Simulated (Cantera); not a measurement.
Input: 1 mol B, 0.18 mol O2, 0.12 mol H2, held at 10.0 mbar.

Method: chemical equilibrium by Gibbs-energy minimisation in Cantera with the NASA 1993 tables (ideal gas, pure condensed phases). Candidate condensed phases: B, B2O3, B3O3H3, H2O; 23 gas species. Mutual solubility and eutectic melting of coexisting phases are not modelled. The tables' values for BH2 are old estimates; treat these amounts as uncertain. Kinetics and transport are ignored.

x: gas mole fraction; n: condensed amount in mol.

| T (K) | x H2 | x BO | x B2O2 | x HBO | x B2O3 | x H | x B2O | n B(s) | n B2O3(l) | n B(l) |
|---|---|---|---|---|---|---|---|---|---|---|
| 1298 | 0.996 | 1.09e-6 | 0.000111 | 0.00280 | 1.76e-5 | 1.07e-5 | 9.14e-10 | 0.760 | 0.120 | 0 |
| 1398 | 0.987 | 1.57e-5 | 0.00119 | 0.0108 | 0.000229 | 4.70e-5 | 2.40e-8 | 0.759 | 0.119 | 0 |
| 1498 | 0.953 | … | … | … | … | … | … | 0.758 | 0.117 | 0 |
| 1598 | … | … | … | … | … | … | … | 0.751 | 0.109 | 0 |
| 1698 | 0.488 | 0.00682 | 0.257 | 0.164 | 0.0758 | 0.00101 | 4.00e-5 | 0.713 | 0.0555 | 0 |
| 1798 | 0.318 | 0.0202 | 0.393 | 0.181 | 0.0800 | 0.00199 | 0.000167 | 0.665 | 0 | 0 |
| 1898 | 0.300 | 0.0446 | 0.404 | 0.194 | 0.0496 | 0.00428 | 0.000498 | 0.656 | 0 | 0 |
| 1998 | 0.281 | 0.0880 | 0.389 | 0.200 | 0.0295 | 0.00851 | 0.00129 | 0.649 | 0 | 0 |
| 2098 | 0.262 | 0.157 | 0.349 | 0.196 | 0.0165 | 0.0157 | 0.00292 | 0.645 | 0 | 0 |
| 2198 | 0.240 | 0.251 | 0.285 | 0.181 | 0.00835 | 0.0273 | 0.00580 | 0.641 | 0 | 0 |
| 2298 | 0.217 | 0.360 | 0.207 | 0.156 | 0.00367 | 0.0446 | 0.0101 | 0.637 | 0 | 0 |
| 2398 | 0.193 | 0.462 | 0.132 | 0.124 | 0.00144 | 0.0692 | 0.0147 | 0 | 0 | 0.633 |

Q: Some entries are withheld; supply them.

A: 
- 1498, x BO: 0.000157
- 1498, x B2O2: 0.00918
- 1498, x HBO: 0.0342
- 1498, x B2O3: 0.00208
- 1498, x H: 0.000168
- 1498, x B2O: 4.01e-7
- 1598, x H2: 0.838
- 1598, x BO: 0.00117
- 1598, x B2O2: 0.0542
- 1598, x HBO: 0.0884
- 1598, x B2O3: 0.0141
- 1598, x H: 0.000487
- 1598, x B2O: 4.65e-6
